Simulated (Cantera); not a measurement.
## Adiabatic ignition

An adiabatic, constant-volume homogeneous reactor starts with 46.8 % H2, 10.6 % O2, 40.0 % N2, 2.57 % H2O, equivalence ratio 2.2, at 1050 K and 165 Torr.

Model: GRI-Mech 3.0 (53 species, 325 reactions), integrated in Cantera.

| t (s) | T (K) | P (bar) | x H2 | x O2 | x H2O | x HO2 | x NO | x H2O2 |
|---|---|---|---|---|---|---|---|---|
| 8.00e-6 | 1050 | 0.220 | 0.468 | 0.106 | 0.0257 | 2.38e-10 | <1e-12 | <1e-12 |
| 1.69e-5 | 1050 | 0.220 | 0.468 | 0.106 | 0.0257 | 5.16e-10 | <1e-12 | <1e-12 |
| 3.57e-5 | 1050 | 0.220 | 0.468 | 0.106 | 0.0257 | 1.16e-9 | <1e-12 | 2.83e-12 |
| 7.55e-5 | 1050 | 0.220 | 0.468 | 0.106 | 0.0257 | 3.06e-9 | <1e-12 | 1.42e-11 |
| 0.000160 | 1050 | 0.220 | 0.468 | 0.106 | 0.0257 | 1.96e-8 | <1e-12 | 1.17e-10 |
| 0.000337 | 1050 | 0.220 | 0.468 | 0.106 | 0.0258 | 2.77e-6 | <1e-12 | 1.45e-8 |
| 0.000713 | 1994 | 0.399 | 0.227 | 0.00159 | 0.232 | 4.56e-7 | 6.99e-6 | 1.18e-7 |
| 0.00151 | 2574 | 0.494 | 0.265 | 0.000312 | 0.250 | 1.92e-7 | 6.61e-5 | 2.76e-8 |
| 0.00319 | 2634 | 0.504 | 0.269 | 0.000217 | 0.252 | 1.54e-7 | 0.000207 | 2.45e-8 |
| 0.00673 | 2633 | 0.504 | 0.269 | 0.000214 | 0.252 | 1.51e-7 | 0.000436 | 2.42e-8 |
| 0.0142 | 2633 | 0.503 | 0.269 | 0.000212 | 0.252 | 1.50e-7 | 0.000634 | 2.40e-8 |
| 0.0301 | 2632 | 0.503 | 0.269 | 0.000211 | 0.252 | 1.50e-7 | 0.000679 | 2.40e-8 |
| 0.0636 | 2632 | 0.503 | 0.269 | 0.000211 | 0.252 | 1.50e-7 | 0.000680 | 2.40e-8 |
| 0.134 | 2632 | 0.503 | 0.269 | 0.000211 | 0.252 | 1.50e-7 | 0.000680 | 2.40e-8 |
| 0.284 | 2632 | 0.503 | 0.269 | 0.000211 | 0.252 | 1.50e-7 | 0.000680 | 2.40e-8 |
| 0.600 | 2632 | 0.503 | 0.269 | 0.000211 | 0.252 | 1.50e-7 | 0.000680 | 2.40e-8 |
x: mole fraction; the columns are a selection and need not sum to one.

```yaml
time_of_steepest_temperature_rise: 0.590 ms
temperature at 0.600 s: 2632 K
equilibrium_temperature: 2632 K
x(H2) at 0.600 s: 0.269 (gas-phase equilibrium 0.269)
x(O2) at 0.600 s: 0.000211 (gas-phase equilibrium 0.000211)
x(H2O) at 0.600 s: 0.252 (gas-phase equilibrium 0.252)
```
